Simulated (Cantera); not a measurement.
Cantera run:

```python
import numpy as np
import cantera as ct

gas_names = [...]  # 118 gases of nasa_gas.yaml made of C, Cl, F, H
cond_names = """
    C(gr) C6H6(L) C7H8(L) C8H18(L),n-octa
""".split()


# ... load() reads the species with a 1 bar reference pressure and builds the phases ...
atoms = {
    'CF4': {'C': 1, 'F': 4},
    'HCl': {'H': 1, 'CL': 1},
    'H2': {'H': 2},
}
top_T = {'C(gr)': 4500}  # K; cautious upper limits of use, not melting points


# ... equilibrate(T, P, feed) seeds the gas with the atoms and calls Mixture.equilibrate('TP', solver="vcs", rtol=1e-11, max_steps=5000) ...
results = []
feed = {'CF4': 1, 'HCl': 0.4, 'H2': 0.29}  # mol
P = 1333.22  # Pa
for T in [1898, 1998, 2098, 2198, 2298, 2398, 2498, 2598, 2698, 2798, 2898, 2998, 3098, 3198]:
    mix = equilibrate(T, P, feed)
    results.append((T, P, feed, dict(zip(mix.species_names, mix.species_moles))))

top = {s: max(r[3][s] / sum(r[3][g] for g in gas_names) for r in results) for s in gas_names}
cols = sorted((s for s in top if top[s] > 1e-05), key=lambda s: -top[s])[:6]
seen = [c for c in cond_names if any(r[3].get(c, 0) > 1e-12 for r in results)]
print("log10 of partial pressures in bar; condensed amounts in mol")
print(f"{'T/K':>10s}" + "".join(f"{s[:9]:>10s}" for s in cols + seen))
for T, P, feed, n in results:
    ng = sum(n[g] for g in gas_names)
    print(f"{T:10.4g}" + "".join(f"{np.log10(max(n[s] / ng * P / 1e5, 1e-99)):10.3f}" for s in cols)
          + "".join(f"{n.get(c, 0):10.4g}" for c in seen))
```

Result:

```
log10 of partial pressures in bar; condensed amounts in mol
       T/K         F        HF       CF4       CF2        CL        CF     C(gr)
      1898    -3.980    -2.222    -2.351    -3.515    -2.627    -6.544    0.2212
      1998    -3.553    -2.233    -2.390    -3.155    -2.631    -5.891    0.1949
      2098    -3.178    -2.255    -2.473    -2.854    -2.649    -5.312    0.1462
      2198    -2.860    -2.294    -2.637    -2.625    -2.686    -4.809   0.07548
      2298    -2.607    -2.347    -2.937    -2.492    -2.738    -4.388   0.01684
      2398    -2.425    -2.397    -3.412    -2.472    -2.787    -4.054   0.04121
      2498    -2.303    -2.434    -4.028    -2.543    -2.824    -3.791    0.1599
      2598    -2.220    -2.461    -4.721    -2.671    -2.851    -3.581      0.31
      2698    -2.166    -2.483    -5.451    -2.836    -2.872    -3.408    0.4376
      2798    -2.134    -2.501    -6.202    -3.025    -2.889    -3.267    0.5067
      2898    -2.119    -2.518    -6.961    -3.232    -2.904    -3.152    0.4746
      2998    -2.121    -2.540    -7.731    -3.456    -2.921    -3.059    0.2404
      3098    -2.120    -2.567    -8.518    -3.738    -2.939    -3.047         0
      3198    -2.110    -2.596    -9.287    -4.051    -2.949    -3.095         0
```

Equilibrium computed with Cantera from the NASA thermochemical tables; the gas is ideal and each condensed phase is pure. Gases not in the tables: C2F6 and larger saturated fluorocarbons.
